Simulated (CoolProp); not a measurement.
Properties of ethanol along the isobar 9.36 MPa (Tc = 514.7 K, pc = 6.268 MPa, ω = 0.644).

The numbers come from the reference Helmholtz-energy equation of state, Schroeder 2014 in CoolProp.

```
T (K)          phase  expansivity (1/kK)  viscosity (µPa s)
-----  -------------  ------------------  -----------------
269.1         liquid              0.9919               2090
290.6         liquid               1.017               1330
312           liquid               1.062                888
333.5         liquid               1.136                622
355           liquid               1.247                452
376.5         liquid               1.406                339
398           liquid               1.633                259
419.4         liquid               1.944                201
440.9         liquid               2.348                157
462.4         liquid               2.874                123
483.9         liquid               3.746               96.7
505.3         liquid               5.982               74.9
526.8  supercritical               16.81               51.6
548.3  supercritical               29.03               28.0
569.8  supercritical               11.34               23.4
```

Viscosity comes from a separate model (Kiselev 2005).
